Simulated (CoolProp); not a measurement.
Vapour-liquid equilibrium of CH2F2 (R32) (1) + dimethyl ether (2) at 118 kPa; x and y are mole fractions of (1).

Values from CoolProp's multi-fluid Helmholtz-energy mixture model, Tillner-Roth 1997 and Wu 2011; pair parameters Bell 2016.

Question: Give the bubble temperature and the first vapour's composition at x = 0.45, 0.55, 0.95. Is there an azeotrope?

Answer: x = 0.45: 235.0 K, y = 0.743; x = 0.55: 232.5 K, y = 0.814; x = 0.95: 225.3 K, y = 0.984. No azeotrope shows between x = 0.05 and 0.95.

Pair parameters are fitted to limited data, so mixtures are less certain than the pure fluids. The gap from Raoult's law changes sign with composition, which may be real or a fault of the pair parameters; it wasn't checked against measurements.
